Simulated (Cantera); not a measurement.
A Cantera script and its output.

```python
import numpy as np
import cantera as ct

gas = ct.Solution("gri30.yaml")
gas.TPX = 1575, 23, {'C3H8': 1, 'H2': 5.8}
inlet = ct.Reservoir(gas, clone=True)

reactor = ct.IdealGasConstPressureReactor(gas, energy="off", clone=False)
exhaust = ct.Reservoir(gas, clone=True)
tau = [4.8, 2.1, 0.91, 0.4, 0.17, 0.075, 0.032, 0.014, 0.0061, 0.0026, 0.0011][0]
for a, b in ((inlet, reactor), (reactor, exhaust)):
    ct.MassFlowController(a, b, mdot=lambda t: reactor.mass / tau)
net = ct.ReactorNet([reactor])
show = ['C3H8', 'H2', 'C2H4', 'C2H6', 'H', 'C2H2']

rows = []
print(f"{'tau/s':>10s}{'T/K':>9s}" + "".join(f"{s:>11s}" for s in show))
for tau in [4.8, 2.1, 0.91, 0.4, 0.17, 0.075, 0.032, 0.014, 0.0061, 0.0026, 0.0011]:
    net.initial_time = 0.0
    net.advance(30 * tau)
    before = gas.X
    net.advance(40 * tau)
    drift = np.max(np.abs(gas.X - before) / (gas.X + 1e-9))
    rows.append([gas.T, *gas[show].X, drift])
    print(f"{tau:10.3e}{gas.T:9.1f}" + "".join(f"{x:11.3e}" for x in gas[show].X))
```

Result:

```
     tau/s      T/K       C3H8         H2       C2H4       C2H6          H       C2H2
 4.800e+00   1575.0  1.985e-04  7.949e-01  4.046e-03  2.656e-05  2.340e-03  1.225e-01
 2.100e+00   1575.0  4.350e-04  7.825e-01  7.706e-03  4.627e-05  2.538e-03  1.127e-01
 9.100e-01   1575.0  9.572e-04  7.702e-01  1.425e-02  7.740e-05  2.769e-03  1.004e-01
 4.000e-01   1575.0  2.063e-03  7.597e-01  2.474e-02  1.245e-04  3.026e-03  8.517e-02
 1.700e-01   1575.0  4.540e-03  7.515e-01  4.022e-02  2.022e-04  3.322e-03  6.572e-02
 7.500e-02   1575.0  9.565e-03  7.478e-01  5.685e-02  3.250e-04  3.574e-03  4.469e-02
 3.200e-02   1575.0  2.084e-02  7.513e-01  6.933e-02  5.444e-04  3.591e-03  2.342e-02
 1.400e-02   1575.0  4.459e-02  7.681e-01  6.586e-02  8.713e-04  3.016e-03  7.981e-03
 6.100e-03   1575.0  8.516e-02  8.015e-01  4.048e-02  1.033e-03  1.920e-03  1.271e-03
 2.600e-03   1575.0  1.215e-01  8.322e-01  1.468e-02  6.753e-04  9.936e-04  8.913e-05
 1.100e-03   1575.0  1.380e-01  8.459e-01  3.845e-03  2.611e-04  4.836e-04  3.973e-06
```

Computed with Cantera and GRI-Mech 3.0 (53 species, 325 reactions). GRI-Mech 3.0 was tuned for natural gas; its chemistry of propane as a main component is partial and can be far from experiment. GRI-Mech 3.0 stops at C3 and has no aromatics, soot or wall deposition, so with more carbon than oxygen in the feed, carbon stays in small species such as C2H2 where larger ones or solid carbon would form. Radical loss at walls, strong at low pressure, is not modelled.
